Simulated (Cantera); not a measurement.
Input: 1 mol Cu2O, 0.92 mol CH4, 0.61 mol H2, at 1675 K and 1.00 bar.

These are equilibrium values from Cantera (NASA tables, ideal gas, pure condensed phases), not measurements of a reactor. Candidate condensed phases: C, C6H6, C7H8, C8H18, Cu, CuO, Cu(OH)2, Cu2O, H2O; 113 gas species. Kinetics and transport are ignored.

Base state: H2 0.706, CO 0.270, H2O 0.0213, CO2 0.00246, Cu 0.000114, H 9.75e-5 (mole fractions); condensed: Cu(l).

### Question
What changes in the equilibrium state with this change: temperature from 1675 K to 1300 K?

### Answer
```json
[
 {"species": "H2", "before": "0.706", "after": "0.707"},
 {"species": "CO", "before": "0.270", "after": "0.269"},
 {"species": "H2O", "before": "0.0213", "after": "0.0198"},
 {"species": "CO2", "before": "0.00246", "after": "0.00427"},
 {"species": "Cu", "before": "0.000114", "after": "1.58e-7"},
 {"species": "CH4", "before": "2.99e-6", "after": "0.000343"},
 {"species": "H", "before": "9.75e-5", "after": "9.30e-7"},
 {"species": "Cu(l), mol", "before": "2.00", "after": "0"},
 {"species": "Cu(s), mol", "before": "0", "after": "2.00"}
]
```

### Question
What changes in the equilibrium state with this change: pressure from 1.00 bar to 0.00100 bar?

### Answer
```tsv
species	before	after
H2	0.706	0.623
CO	0.270	0.239
Cu	0.000114	0.114
H2O	0.0213	0.0188
Cu2	1.22e-7	0.000122
H	9.75e-5	0.00290
CO2	0.00246	0.00218
Cu(l), mol	2.00	1.56
```
